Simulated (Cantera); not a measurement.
Feed: 1 mol Ti, 6.8 mol O₂, 15 mol H₂, 1.5 mol CH₄, equilibrated at 1948.15 K and 10.0 Pa.

Cantera equilibrium calculation (NASA polynomials, part measured and part estimated; ideal gas, pure solids and liquids). Candidate condensed phases: C, C₆H₆, C₇H₈, C₈H₁₈, H₂O, Ti, TiC, TiO, TiO₂, Ti₂O₃, Ti₃O₅, Ti₄O₇; 113 gas species. Equilibrium is a limit: real reactors are often held back by kinetics, nucleation or transport.

Base state: H₂O 0.470, H₂ 0.376, H 0.0694, CO 0.0574, CO₂ 0.0163, OH 0.00785, O 0.00107, TiO₂ 0.000817 (mole fractions); condensed: TiO₂(rutile).

**Question.** What changes in the equilibrium state with this change: pressure from 10.0 Pa to 4.30 mbar?

**Answer.** 
```
species              before    after
-----------------  --------  -------
H₂O                   0.470    0.497
H₂                    0.376    0.414
CO                   0.0574   0.0600
H                    0.0694   0.0111
CO₂                  0.0163   0.0164
TiO₂               0.000817  1.90e-5
O₂                 0.000582  1.25e-5
O                   0.00107  2.40e-5
OH                  0.00785  0.00121
TiO₂(rutile), mol     0.983    1.000
```
